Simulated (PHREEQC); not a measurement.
Dissolve 0.0069 mol Na3PO4 per kg of water at 25 °C. Closed to the air; pH follows from the charge balance.

Computed with PHREEQC (ion-association model, wateq4f.dat).

Each row changes one thing in this solution. Precipitation was switched off in this run.

```csv
case,pH,ionic strength (mol/kgw)
as made,11.62,0.0314
Na3PO4 replaced by NaHSO4 at the same molality,2.33,0.0172
temperature from 25 to 5 °C,12.19,0.0344
0.00027 mol/kgw H2SO4 added,11.58,0.0314
Na3PO4 from 0.0069 to 0.0103 mol/kgw,11.72,0.0485
Na3PO4 from 0.0069 to 0.00345 mol/kgw,11.40,0.0149
diluted 10-fold with water,10.80,0.00281
```

Complexes and solids missing from the database can't appear. H3PO4, which wateq4f.dat lacks, is added to it with the constant of phreeqc.dat. Away from 25 °C the constants follow the database's enthalpies or fits; those with neither stay at their 25 °C values.
